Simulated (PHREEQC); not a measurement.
A solution holds 0.18 mol/kgw H2SO4, 0.016 mol/kgw Li2SO4 and 0.0043 mol/kgw Na2SO4, at 20 °C. Closed to the air; pH follows from the charge balance.

The numbers come from PHREEQC with the ion-association model, phreeqc.dat.

Precipitation was switched off in this run.

What pH, ionic strength does the model give?

pH 0.81; ionic strength 0.269 mol/kgw.

In which forms is Na present?

Na+ 96 %, NaSO4- 4.2 % of the Na.
